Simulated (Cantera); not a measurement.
What does this Cantera script print?

```python
import numpy as np
import cantera as ct

gas = ct.Solution("gri30.yaml")
gas.TPX = 1300, 120, {'H2': 0.046, 'O2': 1}
reactor = ct.IdealGasConstPressureReactor(gas, energy="off", clone=False)
net = ct.ReactorNet([reactor])
net.rtol, net.atol = 1e-08, 1e-18
show = ['H2', 'O2', 'H2O', 'OH', 'O']
times = np.geomspace(0.0001, 100, 15)

steps = ct.SolutionArray(gas, extra=["t"])
rows = []
print(f"{'t/s':>10s}{'T/K':>9s}{'P/Pa':>11s}" + "".join(f"{s:>11s}" for s in show))
for t in times:
    while net.time < t:
        t_next = net.step()
        steps.append(gas.state, t=t_next)
    rows.append([np.interp(t, steps.t, y) for y in (steps.T, steps.P, *steps(*show).X.T)])
    print(f"{t:10.3e}{rows[-1][0]:9.1f}{rows[-1][1]:11.4g}" + "".join(f"{x:11.3e}" for x in rows[-1][2:]))
rate = np.gradient(steps.T, steps.t)
print("integrator steps:", len(steps.t))
if steps.T.max() > steps.T[0] + 200:
    print(f"time of steepest temperature rise: {steps.t[rate.argmax()]:.4e} s")
gas.TPX = 1300, 120, {'H2': 0.046, 'O2': 1}
gas.equilibrate("TP")
print(f"equilibrium (TP): T = {gas.T:.1f} K  " + "  ".join(f"{s} {gas[s].X[0]:.3e}" for s in show))
```

It prints:

```
       t/s      T/K       P/Pa         H2         O2        H2O         OH          O
 1.000e-04   1300.0        120  4.398e-02  9.560e-01  1.329e-11  2.738e-10  2.789e-10
 2.683e-04   1300.0        120  4.398e-02  9.560e-01  2.214e-10  1.630e-09  1.712e-09
 7.197e-04   1300.0        120  4.398e-02  9.560e-01  3.179e-09  8.232e-09  9.292e-09
 1.931e-03   1300.0        120  4.398e-02  9.560e-01  4.307e-08  4.379e-08  5.515e-08
 5.179e-03   1300.0        120  4.398e-02  9.560e-01  1.146e-06  6.750e-07  9.009e-07
 1.389e-02   1300.0        120  4.267e-02  9.550e-01  9.298e-04  4.937e-04  6.726e-04
 3.728e-02   1300.0        120  7.320e-04  9.186e-01  3.828e-02  4.259e-03  3.248e-02
 1.000e-01   1300.0        120  6.699e-04  9.187e-01  3.851e-02  4.126e-03  3.251e-02
 2.683e-01   1300.0        120  6.573e-04  9.195e-01  3.865e-02  4.089e-03  3.181e-02
 7.197e-01   1300.0        120  6.248e-04  9.215e-01  3.900e-02  3.991e-03  3.003e-02
 1.931e+00   1300.0        120  5.465e-04  9.261e-01  3.982e-02  3.742e-03  2.586e-02
 5.179e+00   1300.0        120  3.886e-04  9.349e-01  4.133e-02  3.170e-03  1.789e-02
 1.389e+01   1300.0        120  1.812e-04  9.457e-01  4.311e-02  2.177e-03  8.091e-03
 3.728e+01   1300.0        120  4.907e-05  9.523e-01  4.423e-02  1.137e-03  2.150e-03
 1.000e+02   1300.0        120  9.489e-06  9.544e-01  4.469e-02  5.006e-04  4.126e-04
integrator steps: 997
equilibrium (TP): T = 1300.0 K  H2 1.160e-07  O2 9.550e-01  H2O 4.494e-02  OH 5.539e-05  O 5.023e-06
```

Detailed kinetics in Cantera: GRI-Mech 3.0 (53 species, 325 reactions). Radical loss at walls, strong at low pressure, is not modelled. The temperature is held fixed by assumption; the heat of reaction is taken as removed at once.
